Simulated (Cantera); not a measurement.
A freely propagating, adiabatic, planar premixed flame of CH₄ : H₂ : O₂ : N₂ = 1 : 0.29 : 1.95 : 5.07 (molar parts), equivalence ratio 1.1, unburnt at 475 K and 460000 Pa; mixture-averaged transport, grid criteria slope 0.08 and curve 0.16, no radiation.

Model: GRI-Mech 3.0 (53 species, 325 reactions), integrated in Cantera. Burning velocities carry a grid error of a few per cent, more on coarse grids.

How do the results move with these cheaper or finer settings: unity-Lewis-number transport; multicomponent transport; multicomponent+Soret transport; grid criteria slope 0.5, curve 1; grid criteria slope 0.25, curve 0.5; grid criteria slope 0.03, curve 0.06?


```csv
setting,laminar burning velocity,thermal thickness,peak x(H₂O₂),peak x(CH₃),grid points
as above,110 cm/s,0.0680 mm,6.48e-5,0.00447,162
unity-Lewis-number transport,82.4 cm/s,0.0787 mm,1.94e-5,0.00375,151
multicomponent transport,111 cm/s,0.0692 mm,6.24e-5,0.00451,163
multicomponent+Soret transport,109 cm/s,0.0690 mm,6.16e-5,0.00439,162
"grid criteria slope 0.5, curve 1",117 cm/s,0.0745 mm,6.41e-5,0.00440,44
"grid criteria slope 0.25, curve 0.5",114 cm/s,0.0708 mm,6.44e-5,0.00443,65
"grid criteria slope 0.03, curve 0.06",109 cm/s,0.0675 mm,6.48e-5,0.00448,390
```
The base run took about 15 core-seconds (a rough figure).
Unity Lewis numbers drop preferential diffusion, which matters most where H2 and H carry the flame; Soret adds thermal diffusion.
